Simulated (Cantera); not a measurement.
An adiabatic, constant-volume homogeneous reactor starts with CO : H2 : O2 : N2 = 1 : 0.56 : 0.65 : 2.44 (molar parts), equivalence ratio 1.2, at 1575 K and 9.87 atm. Integrator tolerance rtol = 1e-08.

Computed with Cantera and GRI-Mech 3.0 (53 species, 325 reactions). The hydrogen kinetics of GRI-Mech 3.0 are dated; newer H2 mechanisms differ, most at raised pressure. Above 3000 K some thermodynamic fits are extrapolated.

### Question
What does this change do: initial temperature 1575 to 1250 K?

### Answer
| quantity | before | after |
|---|---|---|
| time of steepest temperature rise | 1.51 µs | 10.7 µs |
| temperature at 0.900 s | 3181 K | 3100 K |
| equilibrium temperature | 3181 K | 3100 K |
| x(CO) at 0.900 s | 0.119 (gas-phase equilibrium 0.119) | 0.106 (gas-phase equilibrium 0.106) |
| x(H2) at 0.900 s | 0.0137 (gas-phase equilibrium 0.0137) | 0.0117 (gas-phase equilibrium 0.0117) |
| x(O2) at 0.900 s | 0.0207 (gas-phase equilibrium 0.0207) | 0.0162 (gas-phase equilibrium 0.0162) |
| x(O) at 0.900 s | 0.00689 (gas-phase equilibrium 0.00689) | 0.00429 (gas-phase equilibrium 0.00429) |
| x(NO) at 0.900 s | 0.0158 (gas-phase equilibrium 0.0158) | 0.0128 (gas-phase equilibrium 0.0128) |

### Question
What does this change do: pressure from 9.87 atm to 4.93 atm?

### Answer
```csv
quantity,before,after
time of steepest temperature rise,1.51 µs,2.91 µs
temperature at 0.900 s,3181 K,3110 K
equilibrium temperature,3181 K,3110 K
x(CO) at 0.900 s,0.119 (gas-phase equilibrium 0.119),0.123 (gas-phase equilibrium 0.123)
x(H2) at 0.900 s,0.0137 (gas-phase equilibrium 0.0137),0.0146 (gas-phase equilibrium 0.0146)
x(O2) at 0.900 s,0.0207 (gas-phase equilibrium 0.0207),0.0229 (gas-phase equilibrium 0.0229)
x(O) at 0.900 s,0.00689 (gas-phase equilibrium 0.00689),0.00828 (gas-phase equilibrium 0.00828)
x(NO) at 0.900 s,0.0158 (gas-phase equilibrium 0.0158),0.0153 (gas-phase equilibrium 0.0153)
```
